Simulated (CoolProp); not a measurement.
Vapour pressure (bar) of octamethylcyclotetrasiloxane (D4): the reference equation beside estimates from Tc = 586.5 K, pc = 13.47 bar, ω = 0.598.

Values from CoolProp's reference Helmholtz-energy equation of state, Thol 2015.

```tsv
T (K)	reference	Lee-Kesler	Soave-Redlich-Kwong
413.4	0.3720	0.3719	___
418.1	0.4302	0.4299	0.4305
422.7	0.4940	0.4934	0.4944
427.4	___	0.5658	0.5674
432	0.6458	0.6447	0.6468
436.7	0.7353	0.7339	0.7369
441.3	0.8321	0.8304	0.8345
446	0.9410	0.9390	0.9445
450.7	1.061	1.058	1.066
455.3	1.189	1.186	1.196
460	1.332	___	1.341
464.6	1.485	1.482	1.496
469.3	1.654	1.651	1.669
473.9	1.834	1.831	1.853
478.6	2.033	2.030	2.056
```

Q: Some entries are withheld; supply them.

A: 
- 413.4, Soave-Redlich-Kwong: 0.3722
- 427.4, reference: 0.5667
- 460, Lee-Kesler: 1.329

Absolute difference from the reference over all 15 rows, mean and median: Lee-Kesler 0.2 and 0.2 %, Soave-Redlich-Kwong 0.5 and 0.4 %.
